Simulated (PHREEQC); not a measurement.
A made-up water analysis in mg/L, 10 °C, pH 7.36, pe 2.6:

```tsv
constituent	mg/L
Na	87.3
K	27.8
Ca	200
Mg	38.1
Cl	77.9
S(6) as SO4	631
Alkalinity as HCO3	168
Li	0.163
Sr	2.36
Si as SiO2	3.81
Fe(2)	4.99
```

Valence states are taken as typed.

Equilibrium calculation in PHREEQC: ion-association model, phreeqc.dat.

Task: The ionic strength comes out as 0.0256 mol/kgw. What activity coefficients do Li+, MgHCO3+, Fe+2, Sr+2, CaHCO3+ get?

Result: Li+ 0.87, MgHCO3+ 0.86, Fe+2 0.57, Sr+2 0.57, CaHCO3+ 0.87.

This is a speciation only: nothing precipitates in the calculation. The solution is supersaturated, for example in Siderite, so a real one may precipitate; this is no full list. At this temperature some constants are extrapolated from 25 °C, and those without enthalpy data are left unchanged.
